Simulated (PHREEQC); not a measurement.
Make-up at 25 °C: 0.00058 mol Ca(NO3)2 per kg of water. Closed to the air; pH follows from the charge balance.

All values are PHREEQC results (ion-association model, phreeqc.dat), not measurements.

This is a speciation only: nothing precipitates in the calculation.

Estimate the specific conductance.

specific conductance 145 µS/cm.
